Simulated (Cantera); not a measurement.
A perfectly stirred reactor is fed with 0.258 % H₂, 99.7 % O₂, at 0.0133 bar; it is held at 1350 K, and followed from long to short residence time.

Computed with Cantera and the H2/O2 subset of GRI-Mech 3.0, which has no nitrogen chemistry. Radical loss at walls, strong at low pressure, is not modelled.

Predict: x(H₂) at τ = 0.530 s; x(O₂) at τ = 0.530 s; x(OH) at τ = 0.530 s; x(H₂O₂) at τ = 0.530 s; x(O) at τ = 0.530 s; x(H₂) at τ = 67.0 ms; x(O₂) at τ = 67.0 ms; x(OH) at τ = 67.0 ms; x(H₂O₂) at τ = 67.0 ms; x(O) at τ = 67.0 ms.


```
Quantity                  Result
----------------------  --------
x(H₂) at τ = 0.530 s     1.69e-5
x(O₂) at τ = 0.530 s       0.996
x(OH) at τ = 0.530 s    0.000288
x(H₂O₂) at τ = 0.530 s   2.65e-9
x(O) at τ = 0.530 s      0.00175
x(H₂) at τ = 67.0 ms     9.32e-5
x(O₂) at τ = 67.0 ms       0.995
x(OH) at τ = 67.0 ms    0.000389
x(H₂O₂) at τ = 67.0 ms   3.94e-9
x(O) at τ = 67.0 ms      0.00212
```
